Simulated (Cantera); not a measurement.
Input: 1 mol BN, 1.2 mol HCl, 41 mol N2, 28 mol H2O, at 1023 K and 0.500 bar.

Method: chemical equilibrium by Gibbs-energy minimisation in Cantera with the NASA 1993 tables (ideal gas, pure condensed phases). Candidate condensed phases: B, BN, B2O3, B3O3H3, H2O, NH4Cl; 49 gas species. Gases not in the tables: H3BO3. Rates play no part.

**Question.** What is the equilibrium state?

**Answer.** 
| Quantity | Result |
|---|---|
| x(N2) | 0.588 |
| x(H2O) | 0.370 |
| x(H2) | 0.0213 |
| x(HCl) | 0.0170 |
| x((HBO2)3) | 0.00395 |
| x(HBO2) | 3.61e-5 |
| n(B2O3(l)) | 0.0806 mol |
| gas amount | 70.56 mol |
| log10 activity of B(s) (absent) | -13.09 |
| log10 activity of B3O3H3(s) (absent) | -21.97 |
